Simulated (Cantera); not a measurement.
A freely propagating, adiabatic, planar premixed flame of 9.02 % CH₄, 6.31 % H₂, 15.1 % O₂, 62.0 % N₂, 7.48 % H₂O, equivalence ratio 1.4, unburnt at 675 K and 0.375 atm; multicomponent+Soret transport, grid criteria slope 0.08 and curve 0.16, no radiation.

Detailed kinetics in Cantera: GRI-Mech 3.0 (53 species, 325 reactions). Burning velocities carry a grid error of a few per cent, more on coarse grids.

x: mole fraction of selected species; z is measured from the peak of heat release.

```json
[
 {"z (mm)": "-2.71", "T (K)": "675", "u (m/s)": "1.51", "x CH₄": "0.0902", "x H₂": "0.0625", "x O₂": "0.152", "x CO₂": "5.04e-8", "x CH₂": "<1e-8", "x CH₂O": "6.53e-8"},
 {"z (mm)": "-1.81", "T (K)": "677", "u (m/s)": "1.51", "x CH₄": "0.0901", "x H₂": "0.0614", "x O₂": "0.152", "x CO₂": "1.35e-6", "x CH₂": "<1e-8", "x CH₂O": "1.57e-6"},
 {"z (mm)": "-1.35", "T (K)": "687", "u (m/s)": "1.53", "x CH₄": "0.0895", "x H₂": "0.0601", "x O₂": "0.152", "x CO₂": "1.18e-5", "x CH₂": "<1e-8", "x CH₂O": "1.18e-5"},
 {"z (mm)": "-0.903", "T (K)": "753", "u (m/s)": "1.68", "x CH₄": "0.0852", "x H₂": "0.0590", "x O₂": "0.149", "x CO₂": "0.000180", "x CH₂": "<1e-8", "x CH₂O": "0.000114"},
 {"z (mm)": "-0.451", "T (K)": "1106", "u (m/s)": "2.49", "x CH₄": "0.0617", "x H₂": "0.0641", "x O₂": "0.121", "x CO₂": "0.00238", "x CH₂": "6.20e-7", "x CH₂O": "0.000642"},
 {"z (mm)": "-0.226", "T (K)": "1446", "u (m/s)": "3.31", "x CH₄": "0.0352", "x H₂": "0.0695", "x O₂": "0.0842", "x CO₂": "0.00633", "x CH₂": "1.39e-5", "x CH₂O": "0.000866"},
 {"z (mm)": "0", "T (K)": "…", "u (m/s)": "4.07", "x CH₄": "…", "x H₂": "0.0711", "x O₂": "…", "x CO₂": "…", "x CH₂": "…", "x CH₂O": "…"},
 {"z (mm)": "0.226", "T (K)": "1907", "u (m/s)": "4.45", "x CH₄": "…", "x H₂": "0.0671", "x O₂": "…", "x CO₂": "…", "x CH₂": "…", "x CH₂O": "…"},
 {"z (mm)": "0.451", "T (K)": "1954", "u (m/s)": "4.56", "x CH₄": "0.000175", "x H₂": "0.0636", "x O₂": "0.00628", "x CO₂": "0.0261", "x CH₂": "1.18e-5", "x CH₂O": "2.67e-5"},
 {"z (mm)": "0.903", "T (K)": "1975", "u (m/s)": "4.60", "x CH₄": "2.20e-6", "x H₂": "0.0630", "x O₂": "0.00178", "x CO₂": "0.0334", "x CH₂": "2.70e-7", "x CH₂O": "4.89e-7"},
 {"z (mm)": "1.81", "T (K)": "1991", "u (m/s)": "4.62", "x CH₄": "<1e-8", "x H₂": "0.0643", "x O₂": "0.00108", "x CO₂": "0.0373", "x CH₂": "<1e-8", "x CH₂O": "<1e-8"},
 {"z (mm)": "3.61", "T (K)": "2011", "u (m/s)": "4.66", "x CH₄": "<1e-8", "x H₂": "0.0649", "x O₂": "0.000821", "x CO₂": "0.0380", "x CH₂": "<1e-8", "x CH₂O": "<1e-8"},
 {"z (mm)": "7.22", "T (K)": "2037", "u (m/s)": "4.71", "x CH₄": "<1e-8", "x H₂": "0.0650", "x O₂": "0.000543", "x CO₂": "0.0378", "x CH₂": "<1e-8", "x CH₂O": "<1e-8"}
]
```

Complete the blanks.


- 0, T (K): 1754
- 0, x CH₄: 0.0107
- 0, x O₂: 0.0426
- 0, x CO₂: 0.0127
- 0, x CH₂: 6.98e-5
- 0, x CH₂O: 0.000546
- 0.226, x CH₄: 0.00163
- 0.226, x O₂: 0.0166
- 0.226, x CO₂: 0.0199
- 0.226, x CH₂: 5.29e-5
- 0.226, x CH₂O: 0.000162
